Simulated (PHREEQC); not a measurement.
0.041 g of hydrous ferric oxide (600 m²/g; 0.2 weak and 0.005 strong sites per Fe, Dzombak-Morel constants, diffuse double layer) in 1 kg of water with 0.005 mol/kgw of an inert sodium salt and 0.039 mmol/kgw NaF, at 25 °C; the pH is set by adding NaOH or the inert anion's acid. O2 is buffered at 0.21 atm. No CO2 enters from the air. No solid was allowed to form.

Base run: PHREEQC, ion-association model, wateq4f.dat. Each further column changes one thing. The table gives F sorbed (%).

```csv
pH,base,background salt from 0.005 to 0.0005 mol/kgw,oxide from 0.041 to 0.21 g/kgw,3.8e-05 mol/kgw H3BO3 added
4,63.0,75.2,94.6,63.0
5.12,37.3,45.1,81.6,37.3
5.88,18.1,21.9,56.3,18.1
7,3.0,3.4,13.5,3.0
8.12,0.3,0.3,1.4,0.3
8.88,0.1,0.1,0.3,0.1
10,0.0,0.0,0.0,0.0
```

 Real BF4- forms and hydrolyses slowly; the run takes it at equilibrium.
